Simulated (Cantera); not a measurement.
A Cantera script and what it prints.

```python
import numpy as np
import cantera as ct

gas_names = """
    H HO2 H2 H2O H2O2 O OH O2 O3 Pb PbO Pb2
""".split()
cond_names = """
    H2O(s) H2O(L) Pb(cr) Pb(L) PbO(rd) PbO(yw) PbO(L) PbO2(s) Pb3O4(s)
""".split()


# ... load() reads the species with a 1 bar reference pressure and builds the phases ...
atoms = {
    'PbO': {'Pb': 1, 'O': 1},
    'H2': {'H': 2},
}
top_T = {'Pb3O4(s)': 820}  # K; cautious upper limits of use, not melting points


# ... equilibrate(T, P, feed) seeds the gas with the atoms and calls Mixture.equilibrate('TP', solver="vcs", rtol=1e-11, max_steps=5000) ...
results = []
feed = {'PbO': 1, 'H2': 0.83}  # mol
P = 1000  # Pa
for T in [923, 998, 1073, 1148, 1223, 1298, 1373, 1448, 1523]:
    mix = equilibrate(T, P, feed)
    results.append((T, P, feed, dict(zip(mix.species_names, mix.species_moles))))
    x = sorted(zip(gas.X, gas.species_names), reverse=True)
    print(f"T = {T:g} K  P = {P:g} Pa  gas = {mix.phase_moles(0):.4g} mol")
    print("   x: " + "  ".join(f"{s} {v:.3e}" for v, s in x if v > 1e-06))
    print("   condensed (mol): " + ("  ".join(f"{mix.phase(i).name} {mix.phase_moles(i):.4g}"
          for i in range(1, mix.n_phases) if mix.phase_moles(i) > 1e-12) or "none"))
```

Result:

```
T = 923 K  P = 1000 Pa  gas = 0.8302 mol
   x: H2O 9.996e-01  Pb 2.536e-04  H2 1.097e-04  PbO 1.886e-06
   condensed (mol): Pb(L) 0.8297  PbO(yw) 0.1701
T = 998 K  P = 1000 Pa  gas = 0.8313 mol
   x: H2O 9.983e-01  Pb 1.549e-03  H2 1.460e-04  PbO 2.850e-05
   condensed (mol): Pb(L) 0.8286  PbO(yw) 0.1701
T = 1073 K  P = 1000 Pa  gas = 0.8364 mol
   x: H2O 9.922e-01  Pb 7.308e-03  PbO 2.909e-04  H2 1.877e-04
   condensed (mol): Pb(L) 0.8237  PbO(yw) 0.1699
T = 1148 K  P = 1000 Pa  gas = 0.8558 mol
   x: H2O 9.696e-01  Pb 2.802e-02  PbO 2.166e-03  H2 2.318e-04
   condensed (mol): Pb(L) 0.8058  PbO(yw) 0.1683
T = 1223 K  P = 1000 Pa  gas = 0.9239 mol
   x: H2O 8.981e-01  Pb 9.075e-02  PbO 1.085e-02  H2 3.057e-04  Pb2 4.257e-06  OH 1.391e-06
   condensed (mol): Pb(L) 0.7459  PbO(L) 0.1603
T = 1298 K  P = 1000 Pa  gas = 1.185 mol
   x: H2O 7.003e-01  Pb 2.557e-01  PbO 4.359e-02  H2 3.365e-04  Pb2 2.393e-05  OH 5.293e-06  O2 3.038e-06
   condensed (mol): Pb(L) 0.5267  PbO(L) 0.1188
T = 1373 K  P = 1000 Pa  gas = 1.83 mol
   x: H2O 4.532e-01  Pb 4.532e-01  PbO 9.320e-02  H2 3.370e-04  Pb2 5.520e-05  O2 1.587e-05  OH 1.468e-05
   condensed (mol): none
T = 1448 K  P = 1000 Pa  gas = 1.83 mol
   x: Pb 4.530e-01  H2O 4.529e-01  PbO 9.336e-02  H2 5.886e-04  O2 5.018e-05  Pb2 4.179e-05  OH 4.096e-05  H 2.236e-06
   condensed (mol): none
T = 1523 K  P = 1000 Pa  gas = 1.83 mol
   x: Pb 4.528e-01  H2O 4.524e-01  PbO 9.352e-02  H2 9.729e-04  O2 1.419e-04  OH 1.033e-04  Pb2 3.248e-05  H 7.209e-06
   condensed (mol): none
```

Equilibrium computed with Cantera from the NASA thermochemical tables; the gas is ideal and each condensed phase is pure. Each liquid is taken as pure. Mutual solubility and eutectic melting of coexisting phases are not modelled. Gases not in the tables: (PbO)n polymers.
